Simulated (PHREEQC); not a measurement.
Solution (40 °C): 0.052 mol ZnCl2, 0.13 mol H3BO3 and 0.015 mol HCl per kg of water. Closed to the air; pH follows from the charge balance.

Computed with PHREEQC (ion-association model, phreeqc.dat).

Q: The ionic strength comes out as 0.154 mol/kgw. What activity coefficients do ZnCl3-, ZnCl4-2, Cl-, ZnCl+, H+ get?

A: ZnCl3- 0.73, ZnCl4-2 0.32, Cl- 0.73, ZnCl+ 0.73, H+ 0.80.

No solid was allowed to form. Species that the database lacks are ignored. Constants without temperature data keep their 25 °C values here.
